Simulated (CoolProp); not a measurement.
CH3F (R41) along the isotherm 60.55 °C: fugacity coefficient from the reference equation and from simpler models built on Tc = 44.1 °C, pc = 59.06 bar, ω = 0.200; each cubic takes its own stable root.

Values from CoolProp's reference Helmholtz-energy equation of state, Lemmon 2006. It is a short technical equation, of lower accuracy than the large ones.

| p (bar) | phase | reference | Redlich-Kwong | Soave-Redlich-Kwong |
|---|---|---|---|---|
| 1.87 | gas | 0.9895 | 0.9907 | 0.9909 |
| 3.02 | gas | 0.9830 | 0.9850 | 0.9853 |
| 4.87 | gas | 0.9727 | 0.9758 | 0.9763 |
| 7.88 | gas | 0.9561 | 0.9610 | 0.9618 |
| 12.7 | gas | 0.9297 | 0.9375 | 0.9388 |
| 20.6 | gas | 0.8874 | 0.8994 | 0.9014 |
| 33.2 | gas | 0.8219 | 0.8397 | 0.8429 |
| 53.7 | gas | 0.7195 | 0.7440 | 0.7495 |
| 86.7 | supercritical | 0.5581 | 0.5864 | 0.5982 |
| 140 | supercritical | 0.3970 | 0.4345 | 0.4462 |
| 226 | supercritical | 0.2959 | 0.3408 | 0.3513 |
| 366 | supercritical | 0.2394 | 0.2947 | 0.3047 |
| 591 | supercritical | 0.2206 | 0.2969 | 0.3079 |
